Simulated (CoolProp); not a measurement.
Sulfur dioxide at 485.29 K and 0.109 MPa is throttled through a valve to 0.0279 MPa with no heat exchange. Each further row changes one setting.

Model: reference Helmholtz-energy equation of state, Gao 2016, in CoolProp.

```
case                         temperature change (K)  final density (kg/m³)
---------------------------  ----------------------  ---------------------
as stated                                      -0.7                  0.444
outlet pressure 0.00837 MPa                    -0.9                  0.133
outlet pressure 0.0363 MPa                     -0.7                  0.578
```
